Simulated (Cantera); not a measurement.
Predominance diagram of Na at 1425 K against the partial pressures of O2 and S2 (log10, bar). Standard-state values (1 bar) from the NASA 1993 polynomials, evaluated with Cantera. Candidates: Na(l), Na2O(l), Na2S(s), Na2SO4(l). Only these pure phases compete in this equilibrium. Not in the tables: pyrosulfates.

```
log p(S2) \ log p(O2)
        columns: -11, -10.3, -9.5, -8.8, -8.1, -7.3, -6.6, -5.9, -5.1, -4.4, -3.7, -2.9, -2.2, -1.5, -0.7, 0
      0  A A B B C C C C C C C C C C C C
     -1  A A B B B C C C C C C C C C C C
     -2  A A B B B C C C C C C C C C C C
     -3  A A B B B B C C C C C C C C C C
     -4  A A B B B B B C C C C C C C C C
     -5  A A B B B B B C C C C C C C C C
     -6  A A B B B B B B C C C C C C C C
     -7  A A B B B B B B B C C C C C C C
     -8  A A B B B B B B B C C C C C C C
     -9  A A B B B B B B B B C C C C C C
```

A: Na2S(s); B: Na2SO4(l); C: out of reach (another gas would pass 10 bar, or a non-metal would condense).
